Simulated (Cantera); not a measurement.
Cantera run:

```python
import numpy as np
import cantera as ct

gas_names = [...]  # 130 gases of nasa_gas.yaml made of C, H, Mg, O, S
cond_names = """
    C(gr) C6H6(L) C7H8(L) C8H18(L),n-octa H2O(s) H2O(L) H2SO4(L) Mg(cr) Mg(L) MgCO3(s) MgO(s) MgO(L)
    MgO2H2(s) MgS(s) MgSO4(s) MgSO4(L) S(cr1) S(cr2) S(L)
""".split()


# ... load() reads the species with a 1 bar reference pressure and builds the phases ...
atoms = {
    'MgCO3': {'Mg': 1, 'C': 1, 'O': 3},
    'H2S': {'H': 2, 'S': 1},
    'H2O': {'H': 2, 'O': 1},
}
top_T = {'C(gr)': 4500, 'MgS(s)': 2250}  # K; cautious upper limits of use, not melting points


# ... equilibrate(T, P, feed) seeds the gas with the atoms and calls Mixture.equilibrate('TP', solver="vcs", rtol=1e-11, max_steps=5000) ...
results = []
feed = {'MgCO3': 1, 'H2S': 2.1, 'H2O': 6.2}  # mol
P = 10000  # Pa
for T in [1248, 1323, 1398, 1473, 1548, 1623, 1698, 1773, 1848, 1923]:
    mix = equilibrate(T, P, feed)
    results.append((T, P, feed, dict(zip(mix.species_names, mix.species_moles))))

top = {s: max(r[3][s] / sum(r[3][g] for g in gas_names) for r in results) for s in gas_names}
cols = sorted((s for s in top if top[s] > 1e-06), key=lambda s: -top[s])[:7]
seen = [c for c in cond_names if any(r[3].get(c, 0) > 1e-12 for r in results)]
print("log10 of partial pressures in bar; condensed amounts in mol")
print(f"{'T/K':>10s}" + "".join(f"{s[:9]:>10s}" for s in cols + seen))
for T, P, feed, n in results:
    ng = sum(n[g] for g in gas_names)
    print(f"{T:10.4g}" + "".join(f"{np.log10(max(n[s] / ng * P / 1e5, 1e-99)):10.3f}" for s in cols)
          + "".join(f"{n.get(c, 0):10.4g}" for c in seen))
```

It prints:

```
log10 of partial pressures in bar; condensed amounts in mol
       T/K       H2O        H2       H2S       CO2        S2       SO2        CO    MgO(s)
      1248    -1.196    -2.007    -1.967    -2.090    -2.314    -3.176    -2.708         1
      1323    -1.202    -1.925    -2.067    -2.132    -2.249    -2.994    -2.586         1
      1398    -1.210    -1.859    -2.173    -2.178    -2.210    -2.828    -2.492         1
      1473    -1.219    -1.804    -2.281    -2.226    -2.190    -2.683    -2.417         1
      1548    -1.230    -1.756    -2.387    -2.276    -2.187    -2.559    -2.357         1
      1623    -1.242    -1.714    -2.491    -2.328    -2.196    -2.454    -2.309         1
      1698    -1.256    -1.677    -2.592    -2.381    -2.216    -2.367    -2.270         1
      1773    -1.271    -1.643    -2.691    -2.435    -2.244    -2.296    -2.238    0.9999
      1848    -1.287    -1.613    -2.788    -2.488    -2.282    -2.238    -2.212    0.9998
      1923    -1.303    -1.587    -2.885    -2.541    -2.329    -2.191    -2.191    0.9995
```

These are equilibrium values from Cantera (NASA tables, ideal gas, pure condensed phases), not measurements of a reactor. Gases not in the tables: S3 to S7.
